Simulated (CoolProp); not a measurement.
The numbers come from the reference Helmholtz-energy equation of state, Akasaka 2022 in CoolProp.

### Question
Give the vapour pressure (bar), liquid density (kg/m³), vapour density (kg/m³), liquid cp (kJ/(kg K)) of saturated R1233zd(E) at 335.4, 338 K.

### Answer
```
T (K)  p (bar)  liquid density (kg/m³)  vapour density (kg/m³)  liquid cp (kJ/(kg K))
-----  -------  ----------------------  ----------------------  ---------------------
335.4     4.16                    1170                    22.0                   1.28
338       4.47                    1160                    23.6                   1.28
```
